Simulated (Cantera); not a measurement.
A closed system holds: 1 mol TiO2, 1400 mol H2, 0.94 mol H2O, at 1900 °C and 1.40 mbar.

Equilibrium computed with Cantera from the NASA thermochemical tables; the gas is ideal and each condensed phase is pure. Candidate condensed phases: H2O, Ti, TiO, TiO2, Ti2O3, Ti3O5, Ti4O7; 12 gas species. Equilibrium is a limit: real reactors are often held back by kinetics, nucleation or transport.

Problem. What is the equilibrium state?

Solution. 
```
Quantity                                Value
-----------------------------------  --------
x(H2)                                   0.877
x(H)                                    0.121
x(H2O)                                0.00126
x(TiO)                               0.000611
x(TiO2)                               3.86e-5
x(OH)                                 2.32e-5
x(Ti)                                 2.05e-5
x(O)                                  2.24e-6
gas amount                           1492 mol
log10 activity of Ti2O3(l) (absent)     -1.76
log10 activity of Ti3O5(l) (absent)     -2.80
log10 activity of Ti(l) (absent)        -3.45
```
